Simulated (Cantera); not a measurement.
Feed: 1 mol Si3N4, a varied amount of F2, equilibrated at 1027 °C and 0.230 bar.

Method: chemical equilibrium by Gibbs-energy minimisation in Cantera with the NASA 1993 tables (ideal gas, pure condensed phases). Candidate condensed phases: Si, Si3N4; 16 gas species. Kinetics and transport are ignored.

Which condensed phases are stable at each of these points (n(F2) (mol)): 1.9, 2.7, 3.4, 4.2, 4.9, 5.7, 6.4, 7.2, 8, 8.7, 9.5?


```json
[
 {"n(F2) (mol)": "1.9", "condensed phases": "Si3N4(s)", "Si condensed (%)": "68.3"},
 {"n(F2) (mol)": "2.7", "condensed phases": "Si3N4(s)", "Si condensed (%)": "55.0"},
 {"n(F2) (mol)": "3.4", "condensed phases": "Si3N4(s)", "Si condensed (%)": "43.3"},
 {"n(F2) (mol)": "4.2", "condensed phases": "Si3N4(s)", "Si condensed (%)": "29.9"},
 {"n(F2) (mol)": "4.9", "condensed phases": "Si3N4(s)", "Si condensed (%)": "18.2"},
 {"n(F2) (mol)": "5.7", "condensed phases": "Si3N4(s)", "Si condensed (%)": "4.9"},
 {"n(F2) (mol)": "6.4", "condensed phases": "gas only", "Si condensed (%)": "0.0"},
 {"n(F2) (mol)": "7.2", "condensed phases": "gas only", "Si condensed (%)": "0.0"},
 {"n(F2) (mol)": "8", "condensed phases": "gas only", "Si condensed (%)": "0.0"},
 {"n(F2) (mol)": "8.7", "condensed phases": "gas only", "Si condensed (%)": "0.0"},
 {"n(F2) (mol)": "9.5", "condensed phases": "gas only", "Si condensed (%)": "0.0"}
]
```

From 1.9 mol F2 to 5.7 mol F2 the condensed part is Si3N4(s). From 6.4 mol F2 to 9.5 mol F2 nothing is condensed.
